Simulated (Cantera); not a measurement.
Gas mixture: CO₂ = 0.27 (molar parts), at 0.320 bar, frozen composition.

Cantera's kinetic-theory transport with the Lennard-Jones parameters of GRI-Mech 3.0, ideal gas; thermal conductivity in the multicomponent form.

D: mixture-averaged diffusion coefficient of that species in the mixture.

| T (K) | ρ (kg/m³) | cp (J/kg/K) | μ (µPa s) | λ (mW/m/K) | Pr | D (cm²/s) O | D (cm²/s) H | D (cm²/s) C₂H₂ |
|---|---|---|---|---|---|---|---|---|
| 400 | 0.423 | 937.9 | 19.8 | (withheld) | 0.733 | 1.35 | 5.33 | 0.671 |
| 600 | 0.282 | 1076 | 27.9 | (withheld) | 0.733 | 2.73 | 11.0 | 1.41 |
| 800 | 0.212 | 1169 | 34.8 | (withheld) | 0.733 | 4.47 | 18.2 | 2.34 |
| 1000 | 0.169 | 1234 | 41.0 | (withheld) | 0.732 | 6.51 | 26.7 | 3.44 |
| 1200 | 0.141 | 1279 | 46.6 | (withheld) | 0.731 | 8.84 | 36.3 | 4.70 |
| 1400 | 0.121 | 1313 | 51.8 | (withheld) | 0.729 | 11.4 | 47.1 | 6.11 |

Problem. Complete the blanks.

Solution. 
- 400, λ (mW/m/K): 25.3
- 600, λ (mW/m/K): 40.9
- 800, λ (mW/m/K): 55.5
- 1000, λ (mW/m/K): 69.2
- 1200, λ (mW/m/K): 81.6
- 1400, λ (mW/m/K): 93.3
